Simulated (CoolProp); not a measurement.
n-undecane along the isobar 1100 kPa: density (kg/m³) from the reference equation and from simpler models built on Tc = 365.7 °C, pc = 1990 kPa, ω = 0.539; each cubic takes its own stable root.

Values from CoolProp's reference Helmholtz-energy equation of state, Aleksandrov 2011. It is a short technical equation, of lower accuracy than the large ones.

```tsv
T (°C)	phase	reference
72.75	liquid	701.1
94.35	liquid	684.7
115.95	liquid	668.0
137.55	liquid	650.9
159.05	liquid	633.4
180.65	liquid	615.2
202.25	liquid	596.1
223.85	liquid	575.8
245.45	liquid	554.0
267.05	liquid	529.9
288.65	liquid	502.5
310.25	liquid	469.3
331.85	gas	52.01
```

**Question.** How far does each simpler model (Redlich-Kwong, Soave-Redlich-Kwong, Peng-Robinson) lie from the reference over these 13 states: mean and median of the absolute difference, and the worst?

**Answer.** 
- Redlich-Kwong: mean 26.1 %, median 21.2 %, worst -88.9 % at 310.25 °C and 1100 kPa
- Soave-Redlich-Kwong: mean 15.2 %, median 15.3 %, worst -20.0 % at 310.25 °C and 1100 kPa
- Peng-Robinson: mean 5.0 %, median 4.5 %, worst -9.5 % at 310.25 °C and 1100 kPa

At some of these states Redlich-Kwong gives the other phase, because its saturation line lies elsewhere.
